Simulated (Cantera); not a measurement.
A closed system holds: 1 mol ZrN, 0.37 mol H2, at 1675 K and 0.00133 bar.

Cantera equilibrium calculation (NASA polynomials, part measured and part estimated; ideal gas, pure solids and liquids). Candidate condensed phases: Zr, ZrN; 11 gas species. ZrN: taken at fixed stoichiometry. Rates play no part.

Base state: H2 0.997, H 0.00317 (mole fractions); condensed: ZrN(s).

**Question.** What changes in the equilibrium state with this change: temperature from 1675 K to 1898.15 K?

**Answer.** 
| species | before | after |
|---|---|---|
| H2 | 0.997 | 0.979 |
| H | 0.00317 | 0.0212 |
| ZrN(s), mol | 1.00 | 1.00 |
